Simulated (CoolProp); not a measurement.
Vapour pressure (kPa) of CF4 (R14): the reference equation beside estimates from Tc = 227.4 K, pc = 3762 kPa, ω = 0.178. Clausius-Clapeyron is anchored at 171.1 K with a constant enthalpy of vaporisation of 10.38 kJ/mol.

The numbers come from the reference Helmholtz-energy equation of state, Platzer 1990 in CoolProp. This equation is an older, rougher fit; its heat capacities, sound speeds and derivatives of the liquid may be far off and weren't checked against measurements.

| T (K) | reference | Clausius-Clapeyron | van der Waals | Redlich-Kwong | Peng-Robinson |
|---|---|---|---|---|---|
| 161.6 | 283.6 | 302.9 | 814.3 | 373.2 | 285.0 |
| 164.8 | 337.4 | 351.9 | 898.2 | 438.0 | 338.9 |
| 168 | 398.4 | 406.5 | 987.6 | 510.5 | 400.2 |
| 171.1 | 465.1 | 465.1 | 1080 | 588.3 | 467.2 |
| 174.3 | 542.3 | 531.8 | 1180 | 677.1 | 544.9 |
| 177.5 | 628.7 | 605.1 | 1286 | 774.9 | 632.0 |
| 180.7 | 724.9 | 685.3 | 1398 | 882.0 | 729.0 |
| 183.8 | 828.0 | 770.0 | 1512 | 995.2 | 833.2 |
| 187 | 945.4 | 864.9 | 1636 | 1122 | 951.9 |
| 190.2 | 1075 | 967.8 | 1767 | 1260 | 1083 |
| 193.3 | 1212 | 1075 | 1899 | 1403 | 1222 |
| 196.5 | 1367 | 1194 | 2041 | 1563 | 1379 |
| 199.7 | 1536 | 1322 | 2190 | 1734 | 1550 |
| 202.8 | 1714 | 1455 | 2341 | 1912 | 1730 |

Absolute difference from the reference over all 14 rows, mean and median: Clausius-Clapeyron 7.3 and 6.9 %, van der Waals 96.7 and 87.7 %, Redlich-Kwong 21.2 and 20.9 %, Peng-Robinson 0.6 and 0.6 %.
